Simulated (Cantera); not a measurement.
## Si + Br2 + N2 (chemical vapour transport)

A closed system holds: 1 mol Si, 0.08 mol Br2, 5 mol N2, held at 6200 Pa.

Equilibrium computed with Cantera from the NASA thermochemical tables; the gas is ideal and each condensed phase is pure. Candidate condensed phases: Br2, Si, Si3N4; 13 gas species. N2 is the only nitrogen source here; it is nearly inert below about 1500 K, so the nitride shown seldom forms there in practice. The tables' values for SiBr3, SiBr are old estimates; treat these amounts as uncertain. Rates play no part.

From 1073 K to 1723 K the condensed part is Si3N4(s). The main Si-bearing gas is SiBr4 at 1073 K and SiBr2 at 1723 K.

| T (K) | x N2 | x SiBr2 | x SiBr4 | x Br | n Si3N4(s) |
|---|---|---|---|---|---|
| 1073 | 0.991 | 4.08e-6 | 0.00906 | 5.38e-5 | 0.320 |
| 1123 | 0.991 | 1.59e-5 | 0.00902 | 0.000116 | 0.320 |
| 1173 | 0.991 | 5.50e-5 | 0.00894 | 0.000235 | 0.320 |
| 1223 | 0.990 | 0.000170 | 0.00877 | 0.000447 | 0.320 |
| 1273 | 0.990 | 0.000477 | 0.00842 | 0.000805 | 0.320 |
| 1323 | 0.989 | 0.00120 | 0.00775 | 0.00137 | 0.319 |
| 1373 | 0.988 | 0.00271 | 0.00657 | 0.00220 | 0.319 |
| 1423 | 0.986 | 0.00531 | 0.00479 | 0.00328 | 0.317 |
| 1473 | 0.983 | 0.00867 | 0.00273 | 0.00446 | 0.315 |
| 1523 | 0.981 | 0.0116 | 0.00115 | 0.00546 | 0.313 |
| 1573 | 0.980 | 0.0132 | 0.000390 | 0.00616 | 0.312 |
| 1623 | 0.979 | 0.0138 | 0.000122 | 0.00665 | 0.312 |
| 1673 | 0.979 | 0.0139 | 3.83e-5 | 0.00705 | 0.312 |
| 1723 | 0.978 | 0.0139 | 1.26e-5 | 0.00741 | 0.312 |
x: gas mole fraction; n: condensed amount in mol.
